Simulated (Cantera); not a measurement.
Input: 1 mol TiO2, 0.24 mol MgO, 2.2 mol O2, at 1800 °C and 100 Torr.

Equilibrium computed with Cantera from the NASA thermochemical tables; the gas is ideal and each condensed phase is pure. Candidate condensed phases: Mg, MgO, MgTiO3, MgTi2O5, Mg2TiO4, Ti, TiO, TiO2, Ti2O3, Ti3O5, Ti4O7; 9 gas species. Mutual solubility and eutectic melting of coexisting phases are not modelled. Condensed phases not in the tables: alloys, solid solutions and most ternary compounds. Equilibrium is a limit: real reactors are often held back by kinetics, nucleation or transport.

Base state: O2 0.997, O 0.00314 (mole fractions); condensed: MgTi2O5(l) + TiO2(rutile).

Problem. What changes in the equilibrium state with this change: pressure from 100 Torr to 58.5 Torr?

Solution. 
```tsv
species	before	after
O2	0.997	0.996
O	0.00314	0.00411
MgTi2O5(l), mol	0.240	0.240
TiO2(rutile), mol	0.520	0.520
```
